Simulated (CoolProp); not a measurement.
Propylene along the isobar 158 bar: Z from the reference equation and from simpler models built on Tc = 91.1 °C, pc = 45.55 bar, ω = 0.146; each cubic takes its own stable root.

The numbers come from the reference Helmholtz-energy equation of state, Lemmon 2013 in CoolProp.

```
T (°C)          phase  reference  Redlich-Kwong  Soave-Redlich-Kwong  Peng-Robinson
------  -------------  ---------  -------------  -------------------  -------------
80.55          liquid     0.4848         0.5248               0.5227         0.4683
101.15  supercritical          ?         0.5342               0.5367         0.4834
121.75  supercritical     0.5087         0.5505               0.5600         0.5080
142.35  supercritical     0.5353         0.5742               0.5934              ?
162.85  supercritical          ?         0.6047               0.6357         0.5867
183.45  supercritical     0.6197         0.6408                    ?         0.6355
204.05  supercritical          ?         0.6793               0.7320         0.6842
224.65  supercritical     0.7175         0.7176               0.7772         0.7296
245.25  supercritical     0.7606         0.7533               0.8174              ?
265.75  supercritical     0.7982         0.7855               0.8523         0.8054
```

Fill in the missing entries.


- 101.15, reference: 0.4925
- 142.35, Peng-Robinson: 0.5430
- 162.85, reference: 0.5729
- 183.45, Soave-Redlich-Kwong: 0.6836
- 204.05, reference: 0.6696
- 245.25, Peng-Robinson: 0.7701
